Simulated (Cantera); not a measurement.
An isothermal, constant-pressure homogeneous reactor starts with NH₃ : N₂ = 1 : 17 (molar parts), at 2350 K and 100.0 Torr.

Detailed kinetics in Cantera: the gas-phase N/H chemistry of the illustrative SiF4/NH3 mechanism in the Surface Chemkin manual (1991). Walls and surfaces, which speed up NH3 decomposition in real reactors, are not modelled.

x: mole fraction; the columns are a selection and need not sum to one.

```json
[
 {"t (s)": "1.00e-6", "x NH₃": "0.0556", "x H₂": "2.80e-7", "x NH": "3.44e-11", "x N₂H₄": "<1e-12", "x H": "1.71e-6"},
 {"t (s)": "4.92e-6", "x NH₃": "0.0555", "x H₂": "4.78e-6", "x NH": "3.11e-9", "x N₂H₄": "1.14e-12", "x H": "5.01e-6"},
 {"t (s)": "2.42e-5", "x NH₃": "0.0555", "x H₂": "4.18e-5", "x NH": "1.60e-7", "x N₂H₄": "4.46e-11", "x H": "6.39e-6"},
 {"t (s)": "0.000119", "x NH₃": "0.0551", "x H₂": "0.000240", "x NH": "4.50e-6", "x N₂H₄": "(withheld)", "x H": "7.52e-6"},
 {"t (s)": "0.000585", "x NH₃": "0.0530", "x H₂": "0.00232", "x NH": "3.00e-5", "x N₂H₄": "(withheld)", "x H": "3.41e-5"},
 {"t (s)": "0.00288", "x NH₃": "0.0430", "x H₂": "0.0169", "x NH": "4.55e-5", "x N₂H₄": "(withheld)", "x H": "0.000122"},
 {"t (s)": "0.0141", "x NH₃": "0.0160", "x H₂": "0.0556", "x NH": "3.81e-5", "x N₂H₄": "6.73e-10", "x H": "0.000386"},
 {"t (s)": "0.0695", "x NH₃": "0.000165", "x H₂": "0.0777", "x NH": "5.82e-6", "x N₂H₄": "<1e-12", "x H": "0.00182"},
 {"t (s)": "0.342", "x NH₃": "1.06e-7", "x H₂": "0.0746", "x NH": "8.37e-8", "x N₂H₄": "<1e-12", "x H": "0.00813"},
 {"t (s)": "1.68", "x NH₃": "3.17e-8", "x H₂": "0.0739", "x NH": "3.35e-8", "x N₂H₄": "<1e-12", "x H": "0.00935"},
 {"t (s)": "8.27", "x NH₃": "3.16e-8", "x H₂": "0.0739", "x NH": "3.34e-8", "x N₂H₄": "<1e-12", "x H": "0.00935"},
 {"t (s)": "40.7", "x NH₃": "3.16e-8", "x H₂": "0.0739", "x NH": "3.34e-8", "x N₂H₄": "<1e-12", "x H": "0.00935"},
 {"t (s)": "200", "x NH₃": "3.16e-8", "x H₂": "0.0739", "x NH": "3.34e-8", "x N₂H₄": "<1e-12", "x H": "0.00935"}
]
```

Q: Complete the blanks.

A: 
- 0.000119, x N₂H₄: 1.13e-9
- 0.000585, x N₂H₄: 9.88e-9
- 0.00288, x N₂H₄: 4.38e-9
